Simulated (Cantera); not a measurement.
Feed: 1 mol Si, 0.78 mol Cl2, 56 mol H2, at 68000 Pa.

Method: chemical equilibrium by Gibbs-energy minimisation in Cantera with the NASA 1993 tables (ideal gas, pure condensed phases). Candidate condensed phases: Si; 19 gas species. The tables' values for SiCl3 are old estimates; treat these amounts as uncertain. Gases not in the tables: Si2H6 and higher silanes. Equilibrium is a limit: real reactors are often held back by kinetics, nucleation or transport.

x: gas mole fraction; n: condensed amount in mol.

```csv
T (°C),x H2,x HCl,x SiHCl3,x SiCl4,x SiCl2,x SiH2Cl2,x SiCl3,n Si(s)
200,0.992,3.68e-7,0.00496,0.00309,<1e-12,0.000240,5.96e-11,0.533
300,0.992,9.23e-6,0.00479,0.00316,3.24e-11,0.000333,6.72e-9,0.533
400,0.992,…,0.00462,0.00323,…,…,1.85e-7,0.534
500,0.991,0.000460,0.00442,0.00326,2.00e-7,0.000461,2.12e-6,0.541
600,0.991,0.00162,0.00413,0.00316,3.36e-6,0.000493,1.34e-5,0.560
700,0.989,0.00428,0.00364,0.00281,2.99e-5,0.000493,5.41e-5,0.603
800,0.985,…,…,…,…,…,0.000145,…
900,0.981,0.0151,0.00177,0.00117,0.000527,0.000344,0.000250,0.769
1000,0.977,0.0202,0.000774,0.000401,0.00108,0.000207,0.000257,0.845
1100,0.975,0.0226,0.000253,9.26e-5,0.00151,0.000102,0.000174,0.878
1200,0.975,0.0233,7.85e-5,1.99e-5,0.00175,4.84e-5,0.000101,0.886
1300,0.975,0.0234,2.66e-5,4.81e-6,0.00189,2.43e-5,5.89e-5,0.885
1400,0.974,0.0233,1.01e-5,1.35e-6,0.00200,1.31e-5,3.60e-5,0.882
```

Q: What belongs in the gaps?

A: 
- 800, x HCl: 0.00897
- 800, x SiHCl3: 0.00285
- 800, x SiCl4: 0.00211
- 800, x SiCl2: 0.000159
- 800, x SiH2Cl2: 0.000447
- 800, n Si(s): 0.676
- 400, x HCl: 8.77e-5
- 400, x SiCl2: 4.93e-9
- 400, x SiH2Cl2: 0.000407
